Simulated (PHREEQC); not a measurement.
0.12 g of hydrous ferric oxide (600 m²/g; 0.2 weak and 0.005 strong sites per Fe, Dzombak-Morel constants, diffuse double layer) in 1 kg of water with 0.05 mol/kgw of an inert sodium salt and 9.9e-05 mol/kgw Na2SeO4 and 0.00039 mol/kgw Na2SeO3, at 25 °C; the pH is set by adding NaOH or the inert anion's acid. No oxygen is let in. The system is closed to CO2. No solid was allowed to form.

Model: ion-association model, wateq4f.dat, run in PHREEQC.

```tsv
pH	Se sorbed (%)	Se sorbed (%)	surface charge σ (C/m²)
3	0.0	0.8	0.095
3.38	0.0	2.4	0.079
3.75	0.0	3.6	0.065
4.12	0.0	4.6	0.053
4.88	0.0	6.0	0.033
5.25	0.0	6.3	0.025
5.62	0.0	6.3	…
6	0.0	6.0	0.011
6.38	0.0	…	…
6.75	0.0	3.9	-0.001
7.12	0.0	2.1	-0.007
7.88	0.0	0.0	-0.021
8.25	0.0	0.0	-0.028
8.62	0.0	0.0	-0.035
9	0.0	0.0	-0.043
```

Question: What belongs in the gaps?

Answer: 
- 5.62, surface charge σ (C/m²): 0.018
- 6.38, Se sorbed (%): 5.2
- 6.38, surface charge σ (C/m²): 0.005

Complexes and solids missing from the database can't appear. The database's selenite sorption wasn't checked against measurements; a fall in acid may be a fault of its surface constants. The oxide is taken as insoluble; below pH 4 it would dissolve.
